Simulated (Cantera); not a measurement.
Feed: 1 mol CH3Cl, 0.82 mol Si, 0.067 mol H2, held at 650 K and 0.0248 Torr.

Equilibrium computed with Cantera from the NASA thermochemical tables; the gas is ideal and each condensed phase is pure. Candidate condensed phases: C, C6H6, C7H8, C8H18, Si, SiC; 109 gas species. Kinetics and transport are ignored.

Base state: H2 0.836, SiCl4 0.127, HCl 0.0357, CH4 0.000600, SiHCl3 0.000242 (mole fractions); condensed: C(graphite) + SiC(s).

What changes in the equilibrium state with this change: CH3Cl replaced by CCl4?


```
species             before    after
----------------  --------  -------
SiCl4                0.127    0.658
Cl2                  <1e-9    0.235
HCl                 0.0357    0.107
H2                   0.836    <1e-9
CH4               0.000600    <1e-9
SiHCl3            0.000242    <1e-9
Cl                   <1e-9  1.10e-5
C(graphite), mol     0.413    1.000
SiC(s), mol          0.586        0
```
